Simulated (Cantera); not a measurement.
A closed system holds: 1 mol Si3N4, 11 mol F2, 0.58 mol H2, 30 mol HF, equilibrated at 700 K and 2.25 Torr.

Equilibrium computed with Cantera from the NASA thermochemical tables; the gas is ideal and each condensed phase is pure. Candidate condensed phases: Si, Si3N4; 37 gas species. The numbers say what is thermodynamically allowed, not how fast it happens.

Base state: HF 0.770, F2 0.0955, SiF4 0.0741, N2 0.0462, F 0.00813, NF3 0.00643 (mole fractions); condensed: gas only.

**Question.** What changes in the equilibrium state with this change: HF from 30 to 4.5 mol?

**Answer.** 
| species | before | after |
|---|---|---|
| HF | 0.770 | 0.388 |
| F2 | 0.0955 | 0.237 |
| SiF4 | 0.0741 | 0.206 |
| NF3 | 0.00643 | 0.0399 |
| N2 | 0.0462 | 0.117 |
| F | 0.00813 | 0.0128 |
